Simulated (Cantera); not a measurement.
A closed system holds: 1 mol FeCl3, a varied amount of H2, 130 mol N2, equilibrated at 1023 K and 1330 Pa.

Cantera equilibrium calculation (NASA polynomials, part measured and part estimated; ideal gas, pure solids and liquids). Candidate condensed phases: Fe, FeCl2, FeCl3, NH4Cl; 18 gas species. Rates play no part.

log p: log10 of the partial pressure in bar; n: condensed amount in mol.

| n(H2) (mol) | log p N2 | log p H2 | log p HCl | log p FeCl2 | log p FeCl3 | log p Cl2 | n Fe(α) |
|---|---|---|---|---|---|---|---|
| 0.21 | -1.88 | <-13 | -4.37 | -4.21 | -4.41 | -5.04 | 0 |
| 0.36 | -1.88 | -12.90 | -4.14 | -4.11 | -4.63 | -5.68 | 0 |
| 0.62 | -1.88 | -4.92 | -4.00 | -4.00 | -8.37 | -13.38 | 0 |
| 1.1 | -1.88 | -4.37 | -3.87 | -4.08 | -8.60 | -13.68 | ___ |
| 1.8 | -1.89 | -4.03 | -3.76 | -4.20 | -8.78 | -13.80 | ___ |
| 3.2 | -1.89 | -3.68 | -3.67 | -4.38 | -9.04 | <-13 | ___ |
| 5.5 | -1.90 | -3.38 | -3.62 | -4.57 | -9.34 | <-13 | ___ |
| 9.5 | -1.91 | -3.11 | -3.60 | -4.79 | -9.67 | <-13 | 0.830 |
| 16 | -1.93 | -2.88 | -3.60 | -5.02 | -10.02 | <-13 | 0.895 |

**Question.** Complete the blanks.

**Answer.** 
- 1.1, n Fe(α): 0.172
- 1.8, n Fe(α): 0.367
- 3.2, n Fe(α): 0.574
- 5.5, n Fe(α): 0.725
